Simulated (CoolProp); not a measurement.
Saturation properties of carbon monoxide.

Model: reference Helmholtz-energy equation of state, Lemmon 2006, in CoolProp. It is a short technical equation, of lower accuracy than the large ones.

```csv
T (°C),p (kPa),liquid density (kg/m³),vapour density (kg/m³),liquid cp (kJ/(kg K)),surface tension (mN/m)
-189.05,132.9,782.4,5.604,2.154,9.00
-184.85,203.3,763.3,8.318,2.176,8.11
-180.55,301.0,742.9,12.02,2.211,7.22
-176.35,426.2,722.1,16.74,2.258,6.36
-172.05,590.0,699.5,22.94,2.325,5.50
-167.75,795.1,675.4,30.86,2.418,4.65
-163.55,1041,650.0,40.68,2.544,3.85
-159.25,1344,621.4,53.52,2.731,3.04
-155.05,1697,590.2,69.78,3.016,2.28
-150.75,2123,553.0,92.11,3.530,1.54
```

It boils at -191.5 °C under 1 atm.

Surface tension comes from a separate correlation (Mulero 2012).
